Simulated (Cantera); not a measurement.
An adiabatic, constant-pressure homogeneous reactor starts with CH3OH : O2 : N2 = 1 : 1.53 : 5.76 (molar parts), equivalence ratio 0.98, at 1473 K and 101000 Pa. Integrator tolerance rtol = 1e-08.

Detailed kinetics in Cantera: GRI-Mech 3.0 (53 species, 325 reactions). GRI-Mech 3.0 was tuned for natural gas; its chemistry of methanol as a main component is partial and can be far from experiment.

What does this change do: initial temperature 1473 to 1225 K?


| quantity | before | after |
|---|---|---|
| time of steepest temperature rise | 0.294 ms | 6.38 ms |
| temperature at 0.900 s | 2694 K | 2604 K |
| equilibrium temperature | 2694 K | 2604 K |
| x(CH3OH) at 0.900 s | <1e-12 (gas-phase equilibrium <1e-12) | <1e-12 (gas-phase equilibrium <1e-12) |
| x(O2) at 0.900 s | 0.0228 (gas-phase equilibrium 0.0228) | 0.0192 (gas-phase equilibrium 0.0192) |
| x(CH2) at 0.900 s | <1e-12 (gas-phase equilibrium <1e-12) | <1e-12 (gas-phase equilibrium <1e-12) |
| x(CH2O) at 0.900 s | 3.02e-10 (gas-phase equilibrium 3.02e-10) | 1.90e-10 (gas-phase equilibrium 1.90e-10) |
| x(H2O) at 0.900 s | 0.186 (gas-phase equilibrium 0.186) | 0.196 (gas-phase equilibrium 0.196) |
| x(H) at 0.900 s | 0.00738 (gas-phase equilibrium 0.00738) | 0.00457 (gas-phase equilibrium 0.00457) |

What does this change do: initial temperature 1473 to 1450 K?


```csv
quantity,before,after
time of steepest temperature rise,0.294 ms,0.368 ms
temperature at 0.900 s,2694 K,2686 K
equilibrium temperature,2694 K,2686 K
x(CH3OH) at 0.900 s,<1e-12 (gas-phase equilibrium <1e-12),<1e-12 (gas-phase equilibrium <1e-12)
x(O2) at 0.900 s,0.0228 (gas-phase equilibrium 0.0228),0.0224 (gas-phase equilibrium 0.0224)
x(CH2) at 0.900 s,<1e-12 (gas-phase equilibrium <1e-12),<1e-12 (gas-phase equilibrium <1e-12)
x(CH2O) at 0.900 s,3.02e-10 (gas-phase equilibrium 3.02e-10),2.91e-10 (gas-phase equilibrium 2.91e-10)
x(H2O) at 0.900 s,0.186 (gas-phase equilibrium 0.186),0.187 (gas-phase equilibrium 0.187)
x(H) at 0.900 s,0.00738 (gas-phase equilibrium 0.00738),0.00708 (gas-phase equilibrium 0.00708)
```
